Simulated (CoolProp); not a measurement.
A single-stage vapour-compression cycle with the fluid: evaporating at 313.15 K (dew point), condensing at 356.15 K (bubble point), superheat 5 K, subcooling 8 K, compressor efficiency 0.7, no pressure losses. The same conditions are run with several fluids, on thermodynamics alone (safety and materials aside).

Values from CoolProp's reference Helmholtz-energy equation of state of each fluid (propyne: Polt 1992; the fluoroketone C6F12O (FK-5-1-12): McLinden 2015; R236EA: Rui 2013; isohexane: Lemmon 2006; R124: de Vries 1995; trans-2-butene: Lemmon 2005). The equations of Platzer and Polt are older, rougher fits.

Problem. Rank propyne, the fluoroketone C6F12O (FK-5-1-12), R236EA, isohexane, R124, trans-2-butene by cooling COP, highest first.

Solution. isohexane (4.48), trans-2-butene (4.39), propyne (4.29), R236EA (4.17), R124 (4.08), the fluoroketone C6F12O (FK-5-1-12) (3.89)

```
fluid                                pressure ratio  discharge temperature (K)  refrigerating effect (kJ/kg)  volumetric capacity (kJ/m³)
-----------------------------------  --------------  -------------------------  ----------------------------  ---------------------------
propyne                                        2.71                      382.4                           358                         5520
the fluoroketone C6F12O (FK-5-1-12)            3.94                      356.2                          55.4                          509
R236EA                                         3.19                      357.5                           106                         2260
isohexane                                      3.91                      356.2                           262                          445
R124                                           2.83                      364.4                          98.6                         3500
trans-2-butene                                 2.89                      366.4                           286                         2450
```

The compression ends wet for: the fluoroketone C6F12O (FK-5-1-12); isohexane.
